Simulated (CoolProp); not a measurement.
Properties of oxygen at several states (Tc = 154.6 K, pc = 5046 kPa, ω = 0.022).

Model: reference Helmholtz-energy equation of state, Schmidt 1985, in CoolProp. Above 300 K oxygen's equation is extrapolated.

```
T (K)  p (kPa)          phase      Z  cp (kJ/(kg K))  cv (kJ/(kg K))  speed of sound (m/s)  isothermal compressibility (1/MPa)  viscosity (µPa s)
-----  -------  -------------  -----  --------------  --------------  --------------------  ----------------------------------  -----------------
789.2      363            gas  1.001           1.053          0.7923                 522.5                               2.752               42.0
915.2    11100  supercritical  1.030           1.088          0.8186                 579.3                             0.08740               47.4
706        441            gas  1.001           1.033          0.7727                 495.9                               2.265               38.9
825.3     14.2            gas  1.000           1.060          0.7998                 533.0                               70.42               43.2
```

Viscosity comes from a separate model (Lemmon 2004).
